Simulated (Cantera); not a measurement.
**Ignition delay**

Mixture: H₂ : O₂ : N₂ = 1 : 0.312 : 1.17 (molar parts), equivalence ratio 1.6, at 12.0 bar, adiabatic and at constant volume. Ignition delay is the time to a rise of 400 K.

Cantera simulation using GRI-Mech 3.0 (53 species, 325 reactions); the numbers are that mechanism's predictions, not measurements. The hydrogen kinetics of GRI-Mech 3.0 are dated; newer H2 mechanisms differ, most at raised pressure. The pressure lies above the range GRI-Mech 3.0 was tuned for (to about 10 atm).

```tsv
T0 (K)	delay (ms)
1248	0.0203
1323	0.00417
1398	0.00213
1473	0.00140
1548	0.00103
```

The apparent activation energy between 1398 and 1548 K is 88 kJ/mol.
